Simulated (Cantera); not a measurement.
Input: 1 mol Si, 13 mol CO, 30 mol H2, held at 1523 K.

Method: chemical equilibrium by Gibbs-energy minimisation in Cantera with the NASA 1993 tables (ideal gas, pure condensed phases). Candidate condensed phases: C, C6H6, C7H8, C8H18, H2O, Si, SiC, SiO2; 123 gas species. Mutual solubility and eutectic melting of coexisting phases are not modelled. The tables hold silica as quartz up to 1696 K and as liquid above; real silica turns to tridymite and cristobalite and melts near 1996 K. Gases not in the tables: Si(OH)4. Kinetics and transport are ignored.

x: gas mole fraction; n: condensed amount in mol.

```json
[
 {"P (Pa)": "10", "x H2": "0.696", "x CO": "0.290", "x CH4": "2.59e-8", "x SiO": "0.0116", "x H2O": "1.27e-7", "x H": "0.00193", "n SiC(s)": "0.500", "n SiO2(β-quartz)": "0", "n C(graphite)": "0"},
 {"P (Pa)": "82", "x H2": "0.697", "x CO": "0.291", "x CH4": "___", "x SiO": "0.0116", "x H2O": "___", "x H": "___", "n SiC(s)": "0.500", "n SiO2(β-quartz)": "0", "n C(graphite)": "0"},
 {"P (Pa)": "670", "x H2": "0.697", "x CO": "0.291", "x CH4": "1.74e-6", "x SiO": "0.0116", "x H2O": "8.53e-6", "x H": "0.000236", "n SiC(s)": "0.500", "n SiO2(β-quartz)": "0", "n C(graphite)": "0"},
 {"P (Pa)": "5500", "x H2": "0.707", "x CO": "0.291", "x CH4": "___", "x SiO": "___", "x H2O": "___", "x H": "___", "n SiC(s)": "___", "n SiO2(β-quartz)": "___", "n C(graphite)": "0"},
 {"P (Pa)": "45000", "x H2": "0.731", "x CO": "0.268", "x CH4": "0.000554", "x SiO": "4.16e-5", "x H2O": "0.000129", "x H": "2.95e-5", "n SiC(s)": "0", "n SiO2(β-quartz)": "0.998", "n C(graphite)": "1.98"},
 {"P (Pa)": "370000", "x H2": "0.726", "x CO": "0.268", "x CH4": "0.00449", "x SiO": "6.15e-7", "x H2O": "0.00105", "x H": "1.02e-5", "n SiC(s)": "0", "n SiO2(β-quartz)": "1.000", "n C(graphite)": "1.86"},
 {"P (Pa)": "3000000", "x H2": "0.689", "x CO": "0.269", "x CH4": "0.0328", "x SiO": "9.34e-9", "x H2O": "0.00811", "x H": "3.50e-6", "n SiC(s)": "0", "n SiO2(β-quartz)": "1.00", "n C(graphite)": "1.07"}
]
```

### Question
Complete the blanks.

### Answer

- 82, x CH4: 2.13e-7
- 82, x H2O: 1.04e-6
- 82, x H: 0.000674
- 5500, x CH4: 3.96e-5
- 5500, x SiO: 0.00161
- 5500, x H2O: 2.64e-5
- 5500, x H: 8.29e-5
- 5500, n SiC(s): 0.644
- 5500, n SiO2(β-quartz): 0.288
